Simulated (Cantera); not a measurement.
A Cantera script and what it prints.

```python
import numpy as np
import cantera as ct

gas_names = """
    CL CL2 H HCL H2 Pb PbCL PbCL2 PbCL4 Pb2
""".split()
cond_names = """
    Pb(cr) Pb(L) PbCL2(s) PbCL2(L)
""".split()


# ... load() reads the species with a 1 bar reference pressure and builds the phases ...
atoms = {
    'PbCl2': {'Pb': 1, 'CL': 2},
    'H2': {'H': 2},
}
top_T = {}  # K; cautious upper limits of use, not melting points


# ... equilibrate(T, P, feed) seeds the gas with the atoms and calls Mixture.equilibrate('TP', solver="vcs", rtol=1e-11, max_steps=5000) ...
results = []
feed = {'PbCl2': 1, 'H2': 430}  # mol
T = 698  # K
P = 88  # Pa
mix = equilibrate(T, P, feed)
results.append((T, P, feed, dict(zip(mix.species_names, mix.species_moles))))
x = sorted(zip(gas.X, gas.species_names), reverse=True)
print(f"T = {T:g} K  P = {P:g} Pa  gas = {mix.phase_moles(0):.4g} mol")
print("   x: " + "  ".join(f"{s} {v:.3e}" for v, s in x if v > 1e-05))
print("   condensed (mol): " + ("  ".join(f"{mix.phase(i).name} {mix.phase_moles(i):.4g}"
      for i in range(1, mix.n_phases) if mix.phase_moles(i) > 1e-12) or "none"))
```

Result:

```
T = 698 K  P = 88 Pa  gas = 431 mol
   x: H2 9.954e-01  HCL 4.615e-03
   condensed (mol): Pb(L) 0.9926
```

Cantera equilibrium calculation (NASA polynomials, part measured and part estimated; ideal gas, pure solids and liquids).
